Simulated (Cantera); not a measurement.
Charge: 1 mol Ti, 2.4 mol O2, 29 mol H2, equilibrated at 1273 K and 1.20 Torr.

These are equilibrium values from Cantera (NASA tables, ideal gas, pure condensed phases), not measurements of a reactor. Candidate condensed phases: H2O, Ti, TiO, TiO2, Ti2O3, Ti3O5, Ti4O7; 12 gas species. Equilibrium is a limit: real reactors are often held back by kinetics, nucleation or transport.

Base state: H2 0.903, H2O 0.0966, H 1.69e-5 (mole fractions); condensed: TiO2(rutile).

Q: What changes in the equilibrium state with this change: O2 from 2.4 to 12 mol?

A: 
| species | before | after |
|---|---|---|
| H2O | 0.0966 | 0.759 |
| H2 | 0.903 | 0.241 |
| H | 1.69e-5 | 8.76e-6 |
| TiO2(rutile), mol | 1.00 | 1.00 |
